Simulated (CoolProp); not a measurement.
Vapour-liquid equilibrium of propane (1) + n-butane (2) at 294 kPa; x and y are mole fractions of (1).

The numbers come from the multi-fluid Helmholtz-energy mixture model, Lemmon 2009 and Bücker 2006; pair parameters Kunz 2012 in CoolProp.

```csv
x,"bubble temperature, mixture model (°C)","bubble temperature, Raoult's law (°C)","y, mixture model","y, Raoult's law"
0.05,27.3,26.8,0.148,0.169
0.125,21.8,20.9,0.329,0.364
0.2,16.8,15.8,0.471,0.508
0.275,12.3,11.3,0.583,0.617
0.35,8.3,7.3,0.672,0.702
0.425,4.6,3.8,0.744,0.768
0.5,1.3,0.6,0.801,0.821
0.575,-1.7,-2.3,0.848,0.864
0.65,-4.5,-5.0,0.887,0.899
0.725,-7.0,-7.4,0.919,0.928
0.8,-9.3,-9.6,0.946,0.952
0.875,-11.5,-11.7,0.969,0.972
0.95,-13.5,-13.6,0.988,0.990
```

The largest gap from Raoult's law is +1.0 K in bubble temperature, at x = 0.275. No azeotrope shows between x = 0.05 and 0.95.

Pair parameters are fitted to limited data, so mixtures are less certain than the pure fluids.
